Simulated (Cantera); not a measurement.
Input (Python, Cantera) and output of one run.

```python
import numpy as np
import cantera as ct

gas_names = """
    CL CL2 H HCL H2 N NH NH2 NH3 N2 N2H2 N2H4 Si SiCL SiCL2 SiCL3 SiCL4 SiH SiHCL3 SiH2 SiH2CL2 SiH3
    SiH3CL SiH4 SiN Si2 Si2N Si3
""".split()
cond_names = """
    NH4CL(a) NH4CL(b) Si(cr) Si(L) Si3N4(a)
""".split()


# ... load() reads the species with a 1 bar reference pressure and builds the phases ...
atoms = {
    'SiCl4': {'Si': 1, 'CL': 4},
    'N2': {'N': 2},
    'H2': {'H': 2},
}
top_T = {'Si3N4(a)': 2400}  # K; cautious upper limits of use, not melting points


# ... equilibrate(T, P, feed) seeds the gas with the atoms and calls Mixture.equilibrate('TP', solver="vcs", rtol=1e-11, max_steps=5000) ...
results = []
feed = {'SiCl4': 1, 'N2': 0.57, 'H2': 19}  # mol
P = 1700  # Pa
for T in [1150, 1200, 1250, 1300, 1350, 1400, 1450, 1500, 1550, 1600, 1650]:
    mix = equilibrate(T, P, feed)
    results.append((T, P, feed, dict(zip(mix.species_names, mix.species_moles))))

top = {s: max(r[3][s] / sum(r[3][g] for g in gas_names) for r in results) for s in gas_names}
cols = sorted((s for s in top if top[s] > 0.001), key=lambda s: -top[s])[:8]
seen = [c for c in cond_names if any(r[3].get(c, 0) > 1e-12 for r in results)]
print("log10 of partial pressures in bar; condensed amounts in mol")
print(f"{'T/K':>10s}" + "".join(f"{s[:9]:>10s}" for s in cols + seen))
for T, P, feed, n in results:
    ng = sum(n[g] for g in gas_names)
    print(f"{T:10.4g}" + "".join(f"{np.log10(max(n[s] / ng * P / 1e5, 1e-99)):10.3f}" for s in cols)
          + "".join(f"{n.get(c, 0):10.4g}" for c in seen))
```

Result:

```
log10 of partial pressures in bar; condensed amounts in mol
       T/K        H2       HCL     SiCL2        N2     SiCL4     SiCL3    Si(cr)  Si3N4(a)
      1150    -1.851    -2.560    -5.115    -4.965    -3.971    -5.062         0    0.2784
      1200    -1.852    -2.556    -4.650    -4.901    -4.059    -4.826         0    0.2773
      1250    -1.853    -2.552    -4.293    -4.736    -4.207    -4.677         0    0.2737
      1300    -1.854    -2.552    -4.029    -4.497    -4.417    -4.610         0    0.2653
      1350    -1.854    -2.560    -3.825    -4.241    -4.665    -4.594         0    0.2495
      1400    -1.854    -2.578    -3.652    -4.009    -4.932    -4.606         0    0.2243
      1450    -1.853    -2.605    -3.503    -3.814    -5.215    -4.640         0    0.1896
      1500    -1.852    -2.643    -3.374    -3.655    -5.514    -4.695         0    0.1465
      1550    -1.851    -2.691    -3.266    -3.526    -5.830    -4.770         0   0.09767
      1600    -1.849    -2.748    -3.177    -3.422    -6.161    -4.865         0   0.04625
      1650    -1.850    -2.773    -3.146    -3.348    -6.467    -4.977   0.07627         0
```

Method: chemical equilibrium by Gibbs-energy minimisation in Cantera with the NASA 1993 tables (ideal gas, pure condensed phases). N2 is the only nitrogen source here; it is nearly inert below about 1500 K, so the nitride shown seldom forms there in practice. The tables' values for SiCl3, SiCl are old estimates; treat these amounts as uncertain.
